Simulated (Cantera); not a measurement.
An isothermal, constant-pressure homogeneous reactor starts with 0.824 % H2, 84.0 % O2, 15.1 % N2, equivalence ratio 0.0049, at 1200 K and 0.0263 atm.

Cantera simulation using GRI-Mech 3.0 (53 species, 325 reactions); the numbers are that mechanism's predictions, not measurements. Radical loss at walls, strong at low pressure, is not modelled.

### Question
Predict: x(H2) at 30.0 s; x(O2) at 30.0 s; x(NO) at 30.0 s; x(HO2) at 30.0 s.

### Answer
```
Property                                             Value
----------------  ----------------------------------------
x(H2) at 30.0 s   2.16e-9 (gas-phase equilibrium 7.07e-10)
x(O2) at 30.0 s        0.840 (gas-phase equilibrium 0.840)
x(NO) at 30.0 s   1.46e-8 (gas-phase equilibrium 0.000173)
x(HO2) at 30.0 s   3.54e-9 (gas-phase equilibrium 4.41e-9)
```
